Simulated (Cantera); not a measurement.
Charge: 1 mol SiO2, 0.014 mol N2, held at 1998.15 K and 0.410 bar.

These are equilibrium values from Cantera (NASA tables, ideal gas, pure condensed phases), not measurements of a reactor. Candidate condensed phases: Si, SiO2, Si2N2O, Si3N4; 16 gas species. The tables hold silica as quartz up to 1696 K and as liquid above; real silica turns to tridymite and cristobalite and melts near 1996 K. Equilibrium is a limit: real reactors are often held back by kinetics, nucleation or transport.

Problem. What is the equilibrium state?

Solution. 
```
Property                                Value
--------------------------------  -----------
x(N2)                                   1.000
x(SiO)                                4.21e-5
x(NO)                                 3.37e-5
x(O2)                                 3.24e-6
x(O)                                  1.86e-6
n(SiO2(l))                          1.000 mol
gas amount                        0.01400 mol
log10 activity of Si(l) (absent)        -8.53
```
